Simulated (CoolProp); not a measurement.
Propylene glycol at several states: density (kg/m³) from the reference equation and from simpler models built on Tc = 400.8 °C, pc = 7292 kPa, ω = 0.327; each cubic takes its own stable root.

Computed with CoolProp (reference Helmholtz-energy equation of state, Eisenbach 2021).

| T (°C) | p (kPa) | phase | reference |
|---|---|---|---|
| 137.45 | 954 | liquid | 941.3 |
| 27.85 | 2760 | liquid | 1032 |
| 244.55 | 867 | liquid | 830.5 |
| 216.15 | 7250 | liquid | 871.7 |
| 179.45 | 13.3 | gas | 0.2697 |
| 67.35 | 283 | liquid | 999.8 |

### Question
How far does each simpler model (van der Waals, Redlich-Kwong, Soave-Redlich-Kwong, Peng-Robinson) lie from the reference over these 6 states: mean and median of the absolute difference, and the worst?

### Answer
- van der Waals: mean 39.7 %, median 35.1 %, worst -98.0 % at 244.55 °C and 867 kPa
- Redlich-Kwong: mean 19.5 %, median 4.5 %, worst -98.0 % at 244.55 °C and 867 kPa
- Soave-Redlich-Kwong: mean 1.5 %, median 1.2 %, worst -3.6 % at 244.55 °C and 867 kPa
- Peng-Robinson: mean 9.0 %, median 10.8 %, worst +11.5 % at 137.45 °C and 954 kPa

At some of these states van der Waals, Redlich-Kwong gives the other phase, because its saturation line lies elsewhere.
